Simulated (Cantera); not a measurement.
An isothermal, constant-pressure homogeneous reactor starts with NH₃ : N₂ = 1 : 0.53 (molar parts), at 1725 K and 0.0118 atm.

Computed with Cantera and the gas-phase N/H chemistry of the illustrative SiF4/NH3 mechanism in the Surface Chemkin manual (1991). Walls and surfaces, which speed up NH3 decomposition in real reactors, are not modelled.

Question: Predict: x(NH₃) at 4.00 s; x(N₂H₂) at 4.00 s; x(H₂) at 4.00 s; x(NH₂) at 4.00 s; x(N) at 4.00 s.

Answer: 
```json
{
  "x(NH₃) at 4.00 s": "0.523 (gas-phase equilibrium 1.19e-7)",
  "x(N₂H₂) at 4.00 s": "2.77e-6 (gas-phase equilibrium <1e-12)",
  "x(H₂) at 4.00 s": "0.118 (gas-phase equilibrium 0.592)",
  "x(NH₂) at 4.00 s": "0.000317 (gas-phase equilibrium 6.77e-10)",
  "x(N) at 4.00 s": "1.41e-7 (gas-phase equilibrium 5.27e-11)"
}
```
